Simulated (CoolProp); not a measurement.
The fluid at 434.17 K and 0.146 MPa is compressed adiabatically to 0.703 MPa with isentropic efficiency 0.85. The same conditions are run with several fluids, on thermodynamics alone (safety and materials aside).

Model: reference Helmholtz-energy equation of state of each fluid (methane: Setzmann 1991; ethane: Bücker 2006; n-octane: Beckmüller 2019; isobutene: Lemmon 2005; sulfur hexafluoride: Guder 2009), in CoolProp.

```json
[
 {"fluid": "methane", "work (kJ/kg)": "483", "final temperature (K)": "597.6", "final phase": "gas", "final density (kg/m³)": "2.27"},
 {"fluid": "ethane", "work (kJ/kg)": "242", "final temperature (K)": "___", "final phase": "gas", "final density (kg/m³)": "4.82"},
 {"fluid": "n-octane", "work (kJ/kg)": "___", "final temperature (K)": "486.5", "final phase": "two-phase, vapour fraction 0.776", "final density (kg/m³)": "32.2"},
 {"fluid": "isobutene", "work (kJ/kg)": "123", "final temperature (K)": "492.9", "final phase": "gas", "final density (kg/m³)": "9.98"},
 {"fluid": "sulfur hexafluoride", "work (kJ/kg)": "___", "final temperature (K)": "___", "final phase": "gas", "final density (kg/m³)": "25.4"}
]
```

### Question
Complete the blanks.

### Answer

- ethane, final temperature (K): 531.4
- n-octane, work (kJ/kg): 50.5
- sulfur hexafluoride, work (kJ/kg): 47.9
- sulfur hexafluoride, final temperature (K): 491.7
